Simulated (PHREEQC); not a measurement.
**Copper plating or etch bath: an equilibrium model**

Dissolve 0.26 mol/kgw Cu(NO3)2 at 75 °C. Closed to the air; pH follows from the charge balance.

All values are PHREEQC results (ion-association model, phreeqc.dat), not measurements.

The pH is 3.48. The ionic strength is 0.780 mol/kgw, the activity of water is 0.987 and the density is 1.012 g/cm³.

```
species     molality  activity   log γ
----------  --------  --------  ------
NO3-           0.520     0.284  -0.263
Cu+2           0.260    0.0500  -0.715
H+          0.000456  0.000334  -0.135
Cu2(OH)2+2  0.000227   6.69e-5  -0.531
CuOH+        2.49e-6   1.48e-6  -0.227
Cu(OH)2      7.61e-9   9.10e-9   0.078
OH-          1.06e-9  6.06e-10  -0.244
```

This is a speciation only: nothing precipitates in the calculation. Ionic strength above about 0.7 mol/kgw puts this run outside the model's range. Species that the database lacks are ignored. Away from 25 °C the constants follow the database's enthalpies or fits; those with neither stay at their 25 °C values.
